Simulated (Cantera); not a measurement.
A closed system holds: 1 mol Si₂H₆, 0.28 mol HCl, 410 mol H₂, held at 1698.15 K and 3.10 mbar.

Equilibrium computed with Cantera from the NASA thermochemical tables; the gas is ideal and each condensed phase is pure. Candidate condensed phases: Si; 19 gas species. The feed counts by its element totals alone. Gases not in the tables: Si₂H₆ and higher silanes. Kinetics and transport are ignored.

Base state: H₂ 0.996, H 0.00260, HCl 0.000671, Si 0.000212, SiH 1.84e-5, SiH₂ 1.39e-5 (mole fractions); condensed: Si(l).

### Question
What changes in the equilibrium state with this change: temperature from 1698.15 K to 1273.15 K?

### Answer
| species | before | after |
|---|---|---|
| H₂ | 0.996 | 0.999 |
| HCl | 0.000671 | 0.000675 |
| H | 0.00260 | 1.28e-5 |
| Si | 0.000212 | 5.85e-9 |
| SiH₂ | 1.39e-5 | 4.77e-8 |
| SiH | 1.84e-5 | 3.14e-9 |
| Si(l), mol | 1.90 | 0 |
| Si(s), mol | 0 | 2.00 |
